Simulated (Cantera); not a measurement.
An adiabatic, constant-volume homogeneous reactor starts with CH4 : O2 : N2 : CO2 = 1 : 2 : 7.52 : 1.2 (molar parts), at 1425 K and 3750 Torr.

Cantera simulation using GRI-Mech 3.0 (53 species, 325 reactions); the numbers are that mechanism's predictions, not measurements.

Problem. Predict: time of steepest temperature rise; temperature at 0.200 s; equilibrium temperature; x(O2) at 0.200 s; x(CO2) at 0.200 s; x(HCO) at 0.200 s; x(CH2O) at 0.200 s; x(H) at 0.200 s.

Solution. 
```
Quantity                                                            Result
---------------------------------  ---------------------------------------
time of steepest temperature rise                                 0.817 ms
temperature at 0.200 s                                              2818 K
equilibrium temperature                                             2818 K
x(O2) at 0.200 s                     0.0194 (gas-phase equilibrium 0.0194)
x(CO2) at 0.200 s                      0.132 (gas-phase equilibrium 0.132)
x(HCO) at 0.200 s                  1.14e-7 (gas-phase equilibrium 1.14e-7)
x(CH2O) at 0.200 s                 1.59e-9 (gas-phase equilibrium 1.59e-9)
x(H) at 0.200 s                    0.00244 (gas-phase equilibrium 0.00244)
```
